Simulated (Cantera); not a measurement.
Mixture: H₂ : O₂ : N₂ = 1 : 1.02 : 3.84 (molar parts), at 0.670 bar, adiabatic and at constant volume. Ignition delay is the time to a rise of 400 K.

Cantera simulation using the H2/O2 subset of GRI-Mech 3.0, which has no nitrogen chemistry; the numbers are that mechanism's predictions, not measurements. Where the delays flatten at high temperature, the 400 K rule measures the pace of heat release, not the induction time.

```
quantity           before     after
---------------  --------  --------
delay at 1000 K  0.313 ms  0.324 ms
delay at 1200 K   72.6 µs   80.3 µs
delay at 1400 K   39.3 µs   49.5 µs
delay at 1600 K   34.2 µs   48.7 µs
```

Question: Which change was made?
(A) constant pressure in place of constant volume
(B) pressure from 0.670 bar to 1.00 bar
(C) pressure from 0.670 bar to 10.0 bar
(D) pressure from 0.670 bar to 0.300 bar

Answer: A, constant pressure in place of constant volume
